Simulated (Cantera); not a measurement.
A closed system holds: 1 mol Cu₂O, 140 mol H₂, 4.5 mol H₂O, held at 380000 Pa.

These are equilibrium values from Cantera (NASA tables, ideal gas, pure condensed phases), not measurements of a reactor. Candidate condensed phases: Cu, CuO, Cu(OH)₂, Cu₂O, H₂O; 12 gas species. The numbers say what is thermodynamically allowed, not how fast it happens.

Task: Which condensed phases are stable at each of these points (T (K)): 650, 800, 950, 1100, 1250, 1400, 1550, 1700?

Result: 
```
T (K)  condensed phases  Cu condensed (%)
-----  ----------------  ----------------
650               Cu(s)             100.0
800               Cu(s)             100.0
950               Cu(s)             100.0
1100              Cu(s)             100.0
1250              Cu(s)             100.0
1400              Cu(l)             100.0
1550              Cu(l)             100.0
1700              Cu(l)              99.7
```

From 650 K to 1250 K the condensed part is Cu(s). From 1400 K to 1700 K the condensed part is Cu(l).
